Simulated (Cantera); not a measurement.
Cantera with NASA thermochemical tables; ideal gases at 1 bar, condensed phases pure. Values are per mole of reaction as written; species without (g) are pure solids or liquids, kept so even where they would boil at 1 bar.

7 VO₂(g) + 4 NH₃(g) = 4 NO₂(g) + 7 V + 6 H₂O(g)

```
T (K)  ΔH° (kJ)  ΔS° (J/K)  ΔG° (kJ)  log10 K
-----  --------  ---------  --------  -------
575       514.9     -290.8     682.1   -61.96
675       519.7     -283.1     710.8   -55.00
775         [?]        [?]       [?]      [?]
875       529.4     -270.6     766.1   -45.73
975       534.7     -264.8     792.9   -42.48
1075      540.4     -259.3     819.1   -39.80
1175      546.6     -253.7     844.7   -37.55
1275        [?]        [?]       [?]      [?]
1375      561.2     -242.3     894.4   -33.97
1475      569.6     -236.4     918.3   -32.52
```

**Question.** Some entries are withheld; supply them.

**Answer.** 
- 775, ΔH° (kJ): 524.4
- 775, ΔS° (J/K): -276.6
- 775, ΔG° (kJ): 738.8
- 775, log10 K: -49.79
- 1275, ΔH° (kJ): 553.5
- 1275, ΔS° (J/K): -248.1
- 1275, ΔG° (kJ): 869.8
- 1275, log10 K: -35.63
